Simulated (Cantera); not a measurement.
**Diamond growth**

A diamond (100) surface in a fixed gas of H2 with x(CH4) = 0.0086, x(H) = 0.00051, x(CH3) = 3.8e-05, at 1025 K; coverages are run to steady state.

Model: the Harris–Goodwin 1993 mechanism for the reconstructed diamond (100) surface, integrated in Cantera.

```csv
P (Pa),growth (µm/h),θ c6HH,θ c6H*,θ c6*H,θ c6**,θ c6HM
1200,0.0684,0.577,0.0199,0.381,0.00939,0.00874
1800,0.133,0.575,0.0198,0.379,0.00935,0.0116
2800,0.264,0.572,0.0197,0.378,0.00931,0.0150
4200,0.478,0.570,0.0197,0.376,0.00926,0.0183
6300,0.834,0.567,0.0196,0.374,0.00922,0.0214
9500,1.42,0.565,0.0195,0.372,0.00918,0.0242
14000,2.27,0.563,0.0194,0.371,0.00915,0.0263
22000,3.81,0.562,0.0194,0.370,0.00913,0.0283
```
θ: site fractions in the mechanism's names (c6HH fully hydrogenated, c6H* and c6*H radical sites, c6** diradical, c6HM methylated).
